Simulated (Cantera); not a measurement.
Input: 1 mol Si, 0.0091 mol H₂O, 190 mol N₂, held at 1 atm.

These are equilibrium values from Cantera (NASA tables, ideal gas, pure condensed phases), not measurements of a reactor. Candidate condensed phases: H₂O, Si, SiO₂, Si₂N₂O, Si₃N₄; 35 gas species. N₂ is the only nitrogen source here; it is nearly inert below about 1500 K, so the nitride shown seldom forms there in practice. Mutual solubility and eutectic melting of coexisting phases are not modelled. Equilibrium is a limit: real reactors are often held back by kinetics, nucleation or transport.

x: gas mole fraction; n: condensed amount in mol.

| T (K) | x N₂ | x SiO | x H₂ | x Si | x H | x SiN | n Si₂N₂O(s) | n Si₃N₄(s) |
|---|---|---|---|---|---|---|---|---|
| 1450 | 1.000 | (withheld) | 4.80e-5 | 2.00e-12 | 6.51e-8 | 3.22e-12 | 0.00910 | 0.327 |
| 1550 | 1.000 | (withheld) | 4.80e-5 | 8.03e-11 | 2.17e-7 | 8.45e-11 | 0.00907 | 0.327 |
| 1650 | 1.000 | (withheld) | 4.77e-5 | 2.05e-9 | 6.24e-7 | 1.48e-9 | 0.00871 | 0.327 |
| 1750 | 1.000 | (withheld) | 4.73e-5 | 3.58e-8 | 1.59e-6 | 1.86e-8 | 0.00487 | 0.329 |
| 1850 | 1.000 | 4.81e-5 | 4.62e-5 | 4.56e-7 | 3.64e-6 | 1.76e-7 | 0 | 0.330 |
| 1950 | 1.000 | 4.81e-5 | 4.43e-5 | 4.46e-6 | 7.58e-6 | 1.32e-6 | 0 | 0.330 |
| 2050 | 1.000 | 4.81e-5 | 4.08e-5 | 3.48e-5 | 1.44e-5 | 8.11e-6 | 0 | 0.327 |

Q: Some entries are withheld; supply them.

A: 
- 1450, x SiO: 6.23e-9
- 1550, x SiO: 1.37e-7
- 1650, x SiO: 2.05e-6
- 1750, x SiO: 2.23e-5
